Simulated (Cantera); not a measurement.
Input: 1 mol C, 21 mol H2, 16 mol N2, at 1723.15 K and 0.133 bar.

Cantera equilibrium calculation (NASA polynomials, part measured and part estimated; ideal gas, pure solids and liquids). Candidate condensed phases: C, C6H6, C7H8, C8H18; 92 gas species. Equilibrium is a limit: real reactors are often held back by kinetics, nucleation or transport.

Base state: H2 0.566, N2 0.431, HCN 0.00205, H 0.000376, HNC 6.50e-5, C2H2 (acetylene) 5.13e-5, CH4 4.30e-5 (mole fractions); condensed: C(graphite).

Q: What changes in the equilibrium state with this change: temperature from 1723.15 K to 2198.15 K?

A: 
| species | before | after |
|---|---|---|
| H2 | 0.566 | 0.549 |
| N2 | 0.431 | 0.422 |
| HCN | 0.00205 | 0.0144 |
| H | 0.000376 | 0.0113 |
| CN | 1.52e-8 | 1.05e-5 |
| C2H2 (acetylene) | 5.13e-5 | 0.00139 |
| C(graphite), mol | 0.916 | 0.316 |
